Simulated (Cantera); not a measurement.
An isothermal, constant-pressure homogeneous reactor starts with H2 : O2 : N2 = 1.8 : 1 : 1.4 (molar parts), equivalence ratio 0.90, at 925 K and 0.424 atm. Integrator tolerance rtol = 1e-08.

Detailed kinetics in Cantera: the H2/O2 subset of GRI-Mech 3.0, which has no nitrogen chemistry. Below about 950 K walls govern HO2 and H2O2 in real vessels. The temperature is held fixed by assumption; the heat of reaction is taken as removed at once.

| quantity | before | after |
|---|---|---|
| x(H2) at 3.00 s | 0.0702 (gas-phase equilibrium 3.76e-11) | 0.259 (gas-phase equilibrium 0.256) |
| x(O2) at 3.00 s | 0.0642 (gas-phase equilibrium 0.0303) | 0.00172 (gas-phase equilibrium <1e-12) |
| x(H2O) at 3.00 s | 0.456 (gas-phase equilibrium 0.545) | 0.302 (gas-phase equilibrium 0.306) |
| x(HO2) at 3.00 s | 3.72e-5 (gas-phase equilibrium 1.13e-10) | 2.24e-6 (gas-phase equilibrium <1e-12) |
| x(O) at 3.00 s | 5.22e-8 (gas-phase equilibrium 3.58e-12) | 1.00e-9 (gas-phase equilibrium <1e-12) |
| x(H2O2) at 3.00 s | 0.000262 (gas-phase equilibrium 6.22e-11) | 3.49e-6 (gas-phase equilibrium <1e-12) |
| x(OH) at 3.00 s | 7.15e-8 (gas-phase equilibrium 4.21e-8) | 2.01e-9 (gas-phase equilibrium <1e-12) |

Question: What was changed between the two runs?
(A) O2 1 to 0.49 parts
(B) temperature 925 to 998 K
(C) pressure from 0.424 atm to 0.592 atm
(D) H2 1.8 to 13 parts

Answer: A, O2 1 to 0.49 parts
